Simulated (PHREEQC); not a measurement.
Dissolve 0.0092 mol HF, 0.005 mol H2SiF6, 0.17 mol H3PO4 and 0.01 mol HNO3 per kg of water at 29 °C. Closed to the air; pH follows from the charge balance.

Computed with PHREEQC (ion-association model, wateq4f.dat).

Q: The ionic strength comes out as 0.0527 mol/kgw. What activity coefficients do SiF6-2, HF2-, F-, H2PO4-, NO3- get?

A: SiF6-2 0.45, HF2- 0.81, F- 0.81, H2PO4- 0.82, NO3- 0.80.

No solid was allowed to form. H3PO4, which wateq4f.dat lacks, is added to it with the constant of phreeqc.dat. SiF6-2 is the database's only silicon fluoride.
